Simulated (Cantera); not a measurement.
Feed: 1 mol Si₃N₄, 0.033 mol O₂, 1.6 mol H₂, a varied amount of H₂O, at 2073 K and 0.0120 bar.

Method: chemical equilibrium by Gibbs-energy minimisation in Cantera with the NASA 1993 tables (ideal gas, pure condensed phases). Candidate condensed phases: H₂O, Si, SiO₂, Si₂N₂O, Si₃N₄; 35 gas species. The tables' values for SiN, SiO₂ are old estimates; treat these amounts as uncertain. The tables hold silica as quartz up to 1696 K and as liquid above; real silica turns to tridymite and cristobalite and melts near 1996 K. Gases not in the tables: Si₂H₆ and higher silanes. Rates play no part.

x: gas mole fraction; n: condensed amount in mol.

```tsv
n(H₂O) (mol)	x H₂	x N₂	x SiO	x H₂O	x H	n Si(l)	n SiO₂(l)
0.6	0.436	0.404	0.135	4.05e-7	0.0159	2.29	0
0.76	0.439	0.379	0.157	4.75e-7	0.0159	…	0
0.97	0.443	0.351	0.182	5.55e-7	0.0160	…	0
1.2	0.446	0.324	0.205	6.31e-7	0.0160	…	0
1.6	0.450	0.286	0.239	7.41e-7	0.0161	…	0
2	0.453	0.256	0.265	8.29e-7	0.0162	…	0
2.5	0.457	0.227	0.291	9.17e-7	0.0162	…	0
3.2	0.451	0.202	0.304	0.0267	0.0161	0	0.000218
4.1	0.518	0.199	0.224	0.0415	0.0173	0	0.747
```

Question: Complete the blanks.

Answer: 
- 0.76, n Si(l): 2.12
- 0.97, n Si(l): 1.91
- 1.2, n Si(l): 1.68
- 1.6, n Si(l): 1.27
- 2, n Si(l): 0.861
- 2.5, n Si(l): 0.352
